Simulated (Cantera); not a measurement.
Charge: 1 mol PbO, a varied amount of CO, 2 mol N2, equilibrated at 1500 K and 10000 Pa.

Cantera equilibrium calculation (NASA polynomials, part measured and part estimated; ideal gas, pure solids and liquids). Candidate condensed phases: C, Pb, PbO, PbO2, Pb3O4; 27 gas species. Gases not in the tables: (PbO)n polymers. Kinetics and transport are ignored.

x: gas mole fraction; nothing condenses.

| n(CO) (mol) | x CO | x N2 | x CO2 | x Pb | x PbO | x Pb2 | x NO |
|---|---|---|---|---|---|---|---|
| 1.2 | 0.0488 | 0.476 | 0.237 | 0.237 | [?] | 9.57e-5 | 1.56e-7 |
| 1.9 | 0.184 | 0.408 | 0.204 | 0.204 | [?] | 7.08e-5 | 3.30e-8 |
| 2.6 | 0.286 | 0.357 | 0.178 | 0.178 | [?] | 5.43e-5 | 1.74e-8 |
| 3.3 | 0.365 | 0.317 | 0.159 | 0.159 | [?] | 4.29e-5 | 1.14e-8 |
| 4.1 | 0.437 | 0.282 | 0.141 | 0.141 | [?] | 3.38e-5 | 7.97e-9 |
| 4.8 | 0.487 | 0.256 | 0.128 | 0.128 | [?] | 2.80e-5 | 6.20e-9 |
| 5.5 | 0.529 | 0.235 | 0.118 | 0.118 | [?] | 2.36e-5 | 5.02e-9 |
| 6.2 | 0.565 | 0.217 | 0.109 | 0.109 | [?] | 2.01e-5 | 4.17e-9 |

Complete the blanks.


- 1.2, x PbO: 0.00114
- 1.9, x PbO: 0.000223
- 2.6, x PbO: 0.000110
- 3.3, x PbO: 6.82e-5
- 4.1, x PbO: 4.49e-5
- 4.8, x PbO: 3.33e-5
- 5.5, x PbO: 2.58e-5
- 6.2, x PbO: 2.07e-5
